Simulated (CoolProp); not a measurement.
A single-stage vapour-compression cycle with the fluid: evaporating at 226.15 K (dew point), condensing at 277.15 K (bubble point), superheat 2 K, subcooling 8 K, compressor efficiency 0.85, no pressure losses. The same conditions are run with several fluids, on thermodynamics alone (safety and materials aside).

Model: reference Helmholtz-energy equation of state of each fluid (R134a: Tillner-Roth 1994; R125: Lemmon 2005; CH3F (R41): Lemmon 2006; R404A: Lemmon 2003; C2F6 (R116): Lemmon 2006; ethane: Bücker 2006), in CoolProp. Blends and air are pseudo-pure fits.

```tsv
fluid	cooling COP	pressure ratio	discharge temperature (K)	refrigerating effect (kJ/kg)	volumetric capacity (kJ/m³)
R134a	3.25	?	304.1	176	339
R125	?	7.11	290.1	?	809
CH3F (R41)	2.96	?	346.0	?	3000
R404A	3.09	7.35	297.7	146	?
C2F6 (R116)	2.47	?	282.4	54.2	1860
ethane	2.86	4.28	311.8	300	3300
```

Task: Some entries are withheld; supply them.

Result: 
- R134a, pressure ratio: 9.65
- R125, cooling COP: 3.08
- R125, refrigerating effect (kJ/kg): 114
- CH3F (R41), pressure ratio: 5.18
- CH3F (R41), refrigerating effect (kJ/kg): 343
- R404A, volumetric capacity (kJ/m³): 740
- C2F6 (R116), pressure ratio: 4.92
